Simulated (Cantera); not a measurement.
Charge: 1 mol SiH2Cl2, 1.7 mol N2, equilibrated at 575 °C and 0.100 bar.

Cantera equilibrium calculation (NASA polynomials, part measured and part estimated; ideal gas, pure solids and liquids). Candidate condensed phases: NH4Cl, Si, Si3N4; 28 gas species. N2 is the only nitrogen source here; it is nearly inert below about 1500 K, so the nitride shown seldom forms there in practice. The numbers say what is thermodynamically allowed, not how fast it happens.

Base state: N2 0.417, HCl 0.290, H2 0.195, SiCl4 0.0975, SiHCl3 0.000106, NH3 1.05e-5 (mole fractions); condensed: Si3N4(s).

Task: What changes in the equilibrium state with this change: temperature from 575 °C to 1775 °C?

Result: 
```tsv
species	before	after
N2	0.417	0.458
H2	0.195	0.202
SiCl2	1.28e-9	0.196
HCl	0.290	0.132
SiCl4	0.0975	6.91e-5
H	<1e-9	0.00318
SiCl	<1e-9	0.00167
Cl	<1e-9	0.00154
Si	<1e-9	0.000757
SiH	<1e-9	6.53e-5
Si3N4(s), mol	0.238	0
Si(l), mol	0	0.248
```
The tables' values for SiCl3, SiCl, SiN are old estimates; treat these amounts as uncertain. Gases not in the tables: Si2H6 and higher silanes.
